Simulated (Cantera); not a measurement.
**CH4 + H2O + N2 (carbon deposition, reforming and gasification)**

Feed: 1 mol CH4, 0.31 mol H2O, 0.21 mol N2, equilibrated at 1000 Pa.

Method: chemical equilibrium by Gibbs-energy minimisation in Cantera with the NASA 1993 tables (ideal gas, pure condensed phases). Candidate condensed phases: C, C6H6, C7H8, C8H18, H2O; 169 gas species. Ions and electrons are included (thermal ionisation). The numbers say what is thermodynamically allowed, not how fast it happens.

At 2500 K the condensed part is C(graphite). From 3000 K to 5000 K nothing is condensed. The main C-bearing gas is CO at 2500 K and C at 5000 K.

| T (K) | log p H | log p H2 | log p C | log p CO | log p N2 | log p N | log p C3 | log p HCN | log p CN | n C(graphite) |
|---|---|---|---|---|---|---|---|---|---|---|
| 2500 | -2.70 | -2.21 | -6.78 | -3.01 | -3.23 | -8.15 | -6.30 | -3.87 | -5.60 | 0.597 |
| 3000 | -2.19 | -2.77 | -4.31 | -3.16 | -3.45 | -6.58 | -3.56 | -3.83 | -4.23 | 0 |
| 3500 | -2.09 | -3.73 | -3.30 | -3.25 | -3.50 | -5.41 | -3.86 | -4.77 | -3.95 | 0 |
| 4000 | -2.10 | -4.61 | -2.98 | -3.27 | -3.51 | -4.50 | -5.39 | -5.97 | -4.15 | 0 |
| 4500 | -2.10 | -5.29 | -2.94 | -3.28 | -3.57 | -3.83 | -7.23 | -7.15 | -4.55 | 0 |
| 5000 | -2.11 | -5.84 | -2.93 | -3.32 | -3.84 | -3.40 | -8.75 | -8.22 | -4.98 | 0 |
log p: log10 of the partial pressure in bar; n: condensed amount in mol.
